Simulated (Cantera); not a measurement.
Chemical vapour transport: AlN + HCl + N₂

A closed system holds: 1 mol AlN, a varied amount of HCl, 1.4 mol N₂, held at 773.15 K and 92.0 mbar.

Method: chemical equilibrium by Gibbs-energy minimisation in Cantera with the NASA 1993 tables (ideal gas, pure condensed phases). Candidate condensed phases: Al, AlCl₃, AlN, NH₄Cl; 20 gas species. Rates play no part.

From 0.076 mol HCl to 1.7 mol HCl the condensed part is AlN(s). The main Al-bearing gas is AlCl₃ throughout. The share of Al in condensed phases is highest at 0.076 mol HCl (98.3 %) and lowest at 1.7 mol HCl (55.0 %).

```json
[
 {"n(HCl) (mol)": "0.076", "x N₂": "0.954", "x H₂": "0.0177", "x AlCl₃": "0.0116", "x HCl": "0.0161", "x Al₂Cl₆": "7.73e-5", "n AlN(s)": "0.983"},
 {"n(HCl) (mol)": "0.26", "x N₂": "0.863", "x H₂": "0.0574", "x AlCl₃": "0.0367", "x HCl": "0.0419", "x Al₂Cl₆": "0.000771", "n AlN(s)": "0.937"},
 {"n(HCl) (mol)": "0.43", "x N₂": "0.796", "x H₂": "0.0883", "x AlCl₃": "0.0554", "x HCl": "0.0588", "x Al₂Cl₆": "0.00175", "n AlN(s)": "0.892"},
 {"n(HCl) (mol)": "0.61", "x N₂": "0.737", "x H₂": "0.116", "x AlCl₃": "0.0715", "x HCl": "0.0724", "x Al₂Cl₆": "0.00292", "n AlN(s)": "0.845"},
 {"n(HCl) (mol)": "0.79", "x N₂": "0.688", "x H₂": "0.140", "x AlCl₃": "0.0848", "x HCl": "0.0831", "x Al₂Cl₆": "0.00411", "n AlN(s)": "0.797"},
 {"n(HCl) (mol)": "0.97", "x N₂": "0.647", "x H₂": "0.160", "x AlCl₃": "0.0960", "x HCl": "0.0918", "x Al₂Cl₆": "0.00526", "n AlN(s)": "0.749"},
 {"n(HCl) (mol)": "1.2", "x N₂": "0.603", "x H₂": "0.182", "x AlCl₃": "0.108", "x HCl": "0.101", "x Al₂Cl₆": "0.00666", "n AlN(s)": "0.687"},
 {"n(HCl) (mol)": "1.3", "x N₂": "0.586", "x H₂": "0.190", "x AlCl₃": "0.113", "x HCl": "0.104", "x Al₂Cl₆": "0.00723", "n AlN(s)": "0.660"},
 {"n(HCl) (mol)": "1.5", "x N₂": "0.555", "x H₂": "0.206", "x AlCl₃": "0.121", "x HCl": "0.110", "x Al₂Cl₆": "0.00831", "n AlN(s)": "0.605"},
 {"n(HCl) (mol)": "1.7", "x N₂": "0.529", "x H₂": "0.220", "x AlCl₃": "0.128", "x HCl": "0.114", "x Al₂Cl₆": "0.00931", "n AlN(s)": "0.550"}
]
```
x: gas mole fraction; n: condensed amount in mol.
